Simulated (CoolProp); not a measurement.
Vapour-liquid equilibrium of carbon dioxide (1) + CHF3 (R23) (2) at 225.7 K; x and y are mole fractions of (1).

The numbers come from the multi-fluid Helmholtz-energy mixture model, Span 1996 and Penoncello 2003; pair parameters Bell 2016 in CoolProp.

### Question
Give the bubble pressure and the first vapour's composition at x = 0.45, 0.55, 0.75. Is there an azeotrope?

### Answer
x = 0.45: 6.653 bar, y = 0.537; x = 0.55: 6.887 bar, y = 0.626; x = 0.75: 7.267 bar, y = 0.790. No azeotrope shows between x = 0.05 and 0.95.

Pair parameters are fitted to limited data, so mixtures are less certain than the pure fluids.
